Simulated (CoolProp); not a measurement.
Fluorine along the isotherm 300 K: density (kg/m³) from the reference equation and from simpler models built on Tc = 144.4 K, pc = 5.240 MPa, ω = 0.045; each cubic takes its own stable root.

Computed with CoolProp (reference Helmholtz-energy equation of state, de Reuck 1990).

| p (MPa) | phase | reference |
|---|---|---|
| 2.22 | gas | 34.12 |
| 4.44 | gas | 68.80 |
| 6.67 | supercritical | 104.0 |
| 8.89 | supercritical | 139.2 |
| 11.1 | supercritical | 174.0 |
| 13.3 | supercritical | 208.5 |
| 15.6 | supercritical | 244.0 |
| 17.8 | supercritical | 277.4 |
| 20 | supercritical | 310.2 |

How far does each simpler model (ideal gas, van der Waals, Redlich-Kwong, Soave-Redlich-Kwong, Peng-Robinson) lie from the reference over these 9 states: mean and median of the absolute difference, and the worst?


- ideal gas: mean 2.2 %, median 2.3 %, worst -2.8 % at 300 K and 11.1 MPa
- van der Waals: mean 3.6 %, median 3.8 %, worst +6.0 % at 300 K and 20 MPa
- Redlich-Kwong: mean 1.0 %, median 1.0 %, worst +1.9 % at 300 K and 20 MPa
- Soave-Redlich-Kwong: mean 1.4 %, median 1.5 %, worst -2.0 % at 300 K and 20 MPa
- Peng-Robinson: mean 1.2 %, median 1.3 %, worst +2.2 % at 300 K and 20 MPa
